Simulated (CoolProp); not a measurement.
A simple Rankine cycle with R124: condensing at 304.15 K, boiler at 2.07 MPa, turbine inlet 371.3 K, turbine efficiency 0.8, pump efficiency 0.7, no recuperator. Each further row changes one setting.

Model: reference Helmholtz-energy equation of state, de Vries 1995, in CoolProp.

```json
[
 {"case": "as stated", "thermal efficiency (%)": "10.5", "net work (kJ/kg)": "18.3", "heat in (kJ/kg)": "175", "turbine exit temperature (K)": "320.2", "volume ratio over the turbine": "5.22"},
 {"case": "turbine inlet 391.3 K", "thermal efficiency (%)": "10.6", "net work (kJ/kg)": "20.9", "heat in (kJ/kg)": "197", "turbine exit temperature (K)": "344.3", "volume ratio over the turbine": "4.88"},
 {"case": "condensing temperature 296.15 K", "thermal efficiency (%)": "11.7", "net work (kJ/kg)": "21.5", "heat in (kJ/kg)": "184", "turbine exit temperature (K)": "314.0", "volume ratio over the turbine": "6.66"},
 {"case": "boiler pressure 1.45 MPa", "thermal efficiency (%)": "8.6", "net work (kJ/kg)": "15.9", "heat in (kJ/kg)": "186", "turbine exit temperature (K)": "337.0", "volume ratio over the turbine": "3.31"},
 {"case": "turbine efficiency 0.7", "thermal efficiency (%)": "9.0", "net work (kJ/kg)": "15.8", "heat in (kJ/kg)": "175", "turbine exit temperature (K)": "323.2", "volume ratio over the turbine": "5.29"}
]
```
